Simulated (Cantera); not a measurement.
Input: 1 mol BN, 0.32 mol O2, 2.1 mol H2, held at 1400 °C and 7.50 Torr.

These are equilibrium values from Cantera (NASA tables, ideal gas, pure condensed phases), not measurements of a reactor. Candidate condensed phases: B, BN, B2O3, B3O3H3, H2O; 39 gas species. Kinetics and transport are ignored.

### Question
What is the equilibrium state?

### Answer
* **x(H2)**: 0.784
* **x(N2)**: 0.0909
* **x(B2O3)**: 0.0460
* **x(HBO)**: 0.0438
* **x(HBO2)**: 0.0208
* **x(B2O2)**: 0.0120
* **x(BO)**: 0.00117
* **x(H)**: 0.00101
* **x(H2O)**: 0.000531
* **n(BN(s))**: 0.533 mol
* **gas amount**: 2.570 mol
* **log10 activity of B(s) (absent)**: -1.71
* **log10 activity of B3O3H3(s) (absent)**: -11.05
